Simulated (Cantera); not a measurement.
A perfectly stirred reactor is fed with 7.73 % H2, 48.3 % O2, 44.0 % N2, equivalence ratio 0.080, at 20000 Pa; it is held at 948 K, and followed from long to short residence time.

Detailed kinetics in Cantera: GRI-Mech 3.0 (53 species, 325 reactions). Below about 950 K walls govern HO2 and H2O2 in real vessels. The temperature is held fixed by assumption; the heat of reaction is taken as removed at once.

Problem. Predict: x(H2) at τ = 2.00 s; x(O2) at τ = 2.00 s; x(HO2) at τ = 2.00 s; x(H) at τ = 2.00 s; x(H2O) at τ = 2.00 s; x(H2) at τ = 83.0 ms; x(O2) at τ = 83.0 ms; x(HO2) at τ = 83.0 ms; x(H) at τ = 83.0 ms; x(H2O) at τ = 83.0 ms.

Solution. 
```json
{
  "x(H2) at τ = 2.00 s": "0.000807",
  "x(O2) at τ = 2.00 s": "0.463",
  "x(HO2) at τ = 2.00 s": "1.12e-5",
  "x(H) at τ = 2.00 s": "7.20e-7",
  "x(H2O) at τ = 2.00 s": "0.0795",
  "x(H2) at τ = 83.0 ms": "0.00385",
  "x(O2) at τ = 83.0 ms": "0.463",
  "x(HO2) at τ = 83.0 ms": "3.50e-5",
  "x(H) at τ = 83.0 ms": "1.69e-5",
  "x(H2O) at τ = 83.0 ms": "0.0763"
}
```
